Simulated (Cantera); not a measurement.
Si + N₂O + H₂ + O₂ (thermal oxidation and active oxidation of silicon)

Feed: 1 mol Si, 4.9 mol N₂O, 2.7 mol H₂, 0.65 mol O₂, held at 10000 Pa.

Method: chemical equilibrium by Gibbs-energy minimisation in Cantera with the NASA 1993 tables (ideal gas, pure condensed phases). Candidate condensed phases: H₂O, Si, SiO₂, Si₂N₂O, Si₃N₄; 35 gas species. The tables hold silica as quartz up to 1696 K and as liquid above; real silica turns to tridymite and cristobalite and melts near 1996 K. Gases not in the tables: Si(OH)₄. Equilibrium is a limit: real reactors are often held back by kinetics, nucleation or transport.

From 1573 K to 1673 K the condensed part is SiO₂(β-quartz). From 1723 K to 1923 K the condensed part is SiO₂(condensed).

| T (K) | x N₂ | x H₂O | x O₂ | x OH | x NO | x H₂ | x O | x H | n SiO₂(β-quartz) | n SiO₂(condensed) |
|---|---|---|---|---|---|---|---|---|---|---|
| 1573 | 0.586 | 0.323 | 0.0892 | 0.000370 | 0.000967 | 1.64e-5 | 9.87e-6 | 5.21e-7 | 1.00 | 0 |
| 1623 | 0.586 | 0.323 | 0.0891 | 0.000543 | 0.00120 | 2.96e-5 | 1.80e-5 | 1.19e-6 | 1.00 | 0 |
| 1673 | 0.586 | 0.323 | 0.0889 | 0.000778 | 0.00147 | 5.17e-5 | 3.15e-5 | 2.59e-6 | 1.00 | 0 |
| 1723 | 0.586 | 0.323 | 0.0886 | 0.00109 | 0.00177 | 8.72e-5 | 5.35e-5 | 5.39e-6 | 0 | 1.00 |
| 1773 | 0.585 | 0.322 | 0.0884 | 0.00150 | 0.00212 | 0.000143 | 8.83e-5 | 1.08e-5 | 0 | 1.00 |
| 1823 | 0.585 | 0.322 | 0.0880 | 0.00203 | 0.00251 | 0.000228 | 0.000142 | 2.07e-5 | 0 | 1.000 |
| 1873 | 0.585 | 0.321 | 0.0877 | 0.00270 | 0.00294 | 0.000355 | 0.000221 | 3.85e-5 | 0 | 1.000 |
| 1923 | 0.584 | 0.321 | 0.0872 | 0.00354 | 0.00341 | 0.000541 | 0.000338 | 6.93e-5 | 0 | 1.000 |
x: gas mole fraction; n: condensed amount in mol.
